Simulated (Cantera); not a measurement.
A perfectly stirred reactor is fed with C2H6 : H2 = 1 : 69 (molar parts), at 1.01 bar; it is held at 1448 K, and followed from long to short residence time.

Model: GRI-Mech 3.0 (53 species, 325 reactions), integrated in Cantera. GRI-Mech 3.0 stops at C3 and has no aromatics, soot or wall deposition, so with more carbon than oxygen in the feed, carbon stays in small species such as C2H2 where larger ones or solid carbon would form.

x: mole fraction; the columns are a selection and need not sum to one.

| τ (s) | x C2H6 | x H2 | x CH3 | x CH2 | x CH4 | x C2H | x C2H4 |
|---|---|---|---|---|---|---|---|
| 2.1 | 1.56e-5 | 0.975 | 6.22e-6 | 6.69e-11 | 0.0224 | 3.71e-11 | … |
| 1.1 | 2.39e-5 | 0.976 | 6.64e-6 | 8.54e-11 | 0.0201 | 6.05e-11 | … |
| 0.59 | 3.50e-5 | 0.977 | 7.08e-6 | 1.11e-10 | 0.0177 | 9.34e-11 | … |
| 0.32 | 4.99e-5 | 0.978 | 7.52e-6 | 1.44e-10 | 0.0154 | 1.37e-10 | … |
| 0.17 | 7.11e-5 | 0.979 | 8.02e-6 | 1.90e-10 | 0.0133 | 1.91e-10 | … |
| 0.091 | 0.000101 | 0.980 | 8.66e-6 | 2.51e-10 | 0.0116 | 2.53e-10 | … |
| 0.049 | 0.000144 | 0.981 | 9.50e-6 | 3.36e-10 | 0.0104 | 3.18e-10 | … |
| 0.026 | 0.000211 | 0.981 | 1.07e-5 | 4.60e-10 | 0.00946 | 3.81e-10 | … |
| 0.014 | 0.000311 | 0.981 | 1.23e-5 | 6.31e-10 | 0.00887 | 4.29e-10 | … |
| 0.0075 | 0.000468 | 0.982 | 1.44e-5 | 8.77e-10 | 0.00847 | 4.53e-10 | … |
| 0.0040 | 0.000715 | 0.982 | 1.72e-5 | 1.23e-9 | 0.00819 | 4.42e-10 | … |

Q: Fill in the missing entries.

A: 
- 2.1, x C2H4: 0.000977
- 1.1, x C2H4: 0.00136
- 0.59, x C2H4: 0.00178
- 0.32, x C2H4: 0.00220
- 0.17, x C2H4: 0.00263
- 0.091, x C2H4: 0.00304
- 0.049, x C2H4: 0.00345
- 0.026, x C2H4: 0.00391
- 0.014, x C2H4: 0.00442
- 0.0075, x C2H4: 0.00501
- 0.0040, x C2H4: 0.00564
